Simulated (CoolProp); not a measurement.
Vapour-liquid equilibrium of carbonyl sulfide (1) + propane (2) at 0.136 MPa; x and y are mole fractions of (1).

Values from CoolProp's multi-fluid Helmholtz-energy mixture model, Lemmon 2006 and Lemmon 2009; pair parameters Bell 2016.

Q: Give the bubble temperature and the first vapour's composition at x = 0.25, 0.75, 0.85. Is there an azeotrope?

A: x = 0.25: 234.9 K, y = 0.325; x = 0.75: 231.2 K, y = 0.801; x = 0.85: 230.6 K, y = 0.885. No azeotrope shows between x = 0.05 and 0.95.

The pair parameters rest on a limited set of measurements; away from them the model extrapolates.
